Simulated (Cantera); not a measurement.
Diamond growth

A diamond (100) surface in a fixed gas of H2 with x(CH4) = 0.0026, x(H) = 0.045, x(CH3) = 0.00064, 0.0120 bar; coverages are run to steady state.

Computed with Cantera and the Harris–Goodwin 1993 mechanism for the reconstructed diamond (100) surface.

```
T (K)  growth (µm/h)  θ c6HH  θ c6H*  θ c6*H   θ c6**    θ c6HM
-----  -------------  ------  ------  ------  -------  --------
950             3.15   0.635  0.0141   0.331  0.00664   0.00946
1000            3.98   0.590  0.0182   0.371  0.00971   0.00757
1050            4.76   0.548  0.0229   0.407   0.0136   0.00597
1100            5.23   0.508  0.0278   0.439   0.0184   0.00446
1150            5.02   0.470  0.0331   0.467   0.0242   0.00297
1200            4.10   0.436  0.0385   0.491   0.0310   0.00166
1250            3.06   0.405  0.0440   0.511   0.0386  0.000794
1300            2.39   0.376  0.0494   0.527   0.0472  0.000345
1350            2.14   0.349  0.0548   0.539   0.0566  0.000144
1400            2.10   0.325  0.0600   0.548   0.0668   5.98e-5
```
θ: site fractions in the mechanism's names (c6HH fully hydrogenated, c6H* and c6*H radical sites, c6** diradical, c6HM methylated).
